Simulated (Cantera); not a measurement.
Cantera run, input and output.

```python
import numpy as np
import cantera as ct

gas = ct.Solution("h2o2.yaml")
gas.TPX = 1125, 2666, {'H2': 0.028, 'O2': 1}
reactor = ct.IdealGasConstPressureReactor(gas, energy="off", clone=False)
net = ct.ReactorNet([reactor])
net.rtol, net.atol = 1e-08, 1e-18
show = ['H2', 'O2', 'O', 'OH', 'H', 'H2O2']
times = np.geomspace(7e-05, 70, 15)

steps = ct.SolutionArray(gas, extra=["t"])
rows = []
print(f"{'t/s':>10s}{'T/K':>9s}{'P/Pa':>11s}" + "".join(f"{s:>11s}" for s in show))
for t in times:
    while net.time < t:
        t_next = net.step()
        steps.append(gas.state, t=t_next)
    rows.append([np.interp(t, steps.t, y) for y in (steps.T, steps.P, *steps(*show).X.T)])
    print(f"{t:10.3e}{rows[-1][0]:9.1f}{rows[-1][1]:11.4g}" + "".join(f"{x:11.3e}" for x in rows[-1][2:]))
rate = np.gradient(steps.T, steps.t)
print("integrator steps:", len(steps.t))
if steps.T.max() > steps.T[0] + 200:
    print(f"time of steepest temperature rise: {steps.t[rate.argmax()]:.4e} s")
gas.TPX = 1125, 2666, {'H2': 0.028, 'O2': 1}
gas.equilibrate("TP")
print(f"equilibrium (TP): T = {gas.T:.1f} K  " + "  ".join(f"{s} {gas[s].X[0]:.3e}" for s in show))
```

Output:

```
       t/s      T/K       P/Pa         H2         O2          O         OH          H       H2O2
 7.000e-05   1125.0       2666  2.724e-02  9.728e-01  4.928e-10  4.106e-10  4.146e-10  5.789e-14
 1.878e-04   1125.0       2666  2.724e-02  9.728e-01  2.833e-09  1.971e-09  1.199e-09  4.182e-13
 5.038e-04   1125.0       2666  2.724e-02  9.728e-01  3.644e-08  2.259e-08  1.157e-08  3.084e-12
 1.351e-03   1125.0       2666  2.722e-02  9.727e-01  1.195e-05  7.306e-06  3.680e-06  7.269e-11
 3.626e-03   1125.0       2666  9.770e-04  9.539e-01  1.588e-02  2.198e-03  3.705e-03  2.119e-07
 9.726e-03   1125.0       2666  1.951e-04  9.602e-01  1.111e-02  1.209e-03  1.387e-03  1.040e-07
 2.609e-02   1125.0       2666  7.621e-05  9.676e-01  4.324e-03  7.524e-04  3.334e-04  9.845e-08
 7.000e-02   1125.0       2666  1.752e-05  9.712e-01  1.008e-03  3.627e-04  3.734e-05  7.692e-08
 1.878e-01   1125.0       2666  3.011e-06  9.721e-01  1.787e-04  1.533e-04  2.794e-06  4.378e-08
 5.038e-01   1125.0       2666  5.164e-07  9.723e-01  3.170e-05  6.487e-05  2.096e-07  1.827e-08
 1.351e+00   1125.0       2666  1.036e-07  9.724e-01  6.567e-06  2.959e-05  1.981e-08  6.367e-09
 3.626e+00   1125.0       2666  2.517e-08  9.724e-01  1.637e-06  1.478e-05  2.466e-09  2.114e-09
 9.726e+00   1125.0       2666  7.152e-09  9.724e-01  4.736e-07  7.947e-06  3.836e-10  7.146e-10
 2.609e+01   1125.0       2666  2.283e-09  9.724e-01  1.529e-07  4.514e-06  7.040e-11  2.523e-10
 7.000e+01   1125.0       2666  8.401e-10  9.724e-01  5.664e-08  2.746e-06  1.590e-11  9.933e-11
integrator steps: 2143
equilibrium (TP): T = 1125.0 K  H2 4.161e-10  O2 9.724e-01  O 2.806e-08  OH 1.932e-06  H 5.588e-12  H2O2 5.208e-11
```

Cantera simulation using the H2/O2 subset of GRI-Mech 3.0, which has no nitrogen chemistry; the numbers are that mechanism's predictions, not measurements. Radical loss at walls, strong at low pressure, is not modelled.
